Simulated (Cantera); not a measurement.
Feed: 1 mol Ta, 3.1 mol CO2, a varied amount of H2, at 1675 K and 28.0 Pa.

These are equilibrium values from Cantera (NASA tables, ideal gas, pure condensed phases), not measurements of a reactor. Candidate condensed phases: C, C6H6, C7H8, C8H18, H2O, Ta, TaC, Ta2O5; 113 gas species. The numbers say what is thermodynamically allowed, not how fast it happens.

log p: log10 of the partial pressure in bar; n: condensed amount in mol.

```tsv
n(H2) (mol)	log p H2	log p CO	log p H2O	log p H	log p CO2	log p OH	log p TaO2	n Ta2O5(s)
9.2	-3.71	-4.16	-4.91	-5.79	?	-8.31	-10.07	0.500
13	-3.67	-4.28	-5.01	-5.77	?	-8.43	-10.00	0.500
19	-3.63	-4.41	-5.14	-5.75	?	-8.58	-9.92	0.500
27	-3.61	-4.54	-5.27	-5.74	?	-8.71	-9.85	0.500
38	-3.60	-4.68	-5.40	-5.73	?	-8.85	-9.77	0.500
54	-3.58	-4.82	-5.54	-5.73	?	-9.00	-9.70	0.500
77	-3.58	-4.97	-5.69	-5.72	?	-9.15	-9.62	0.500
110	-3.57	-5.12	-5.83	-5.72	?	-9.30	-9.54	0.500
160	-3.57	-5.28	-5.99	-5.72	?	-9.46	-9.46	0.500
220	-3.56	-5.41	-6.13	-5.72	?	-9.60	-9.39	0.500
310	-3.56	-5.56	-6.27	-5.72	?	-9.74	-9.32	0.500
450	-3.56	-5.72	-6.43	-5.71	?	-9.90	-9.24	0.500
```

### Question
Complete the blanks.

### Answer

- 9.2, log p CO2: -5.88
- 13, log p CO2: -6.14
- 19, log p CO2: -6.44
- 27, log p CO2: -6.72
- 38, log p CO2: -7.00
- 54, log p CO2: -7.30
- 77, log p CO2: -7.60
- 110, log p CO2: -7.90
- 160, log p CO2: -8.22
- 220, log p CO2: -8.50
- 310, log p CO2: -8.79
- 450, log p CO2: -9.11
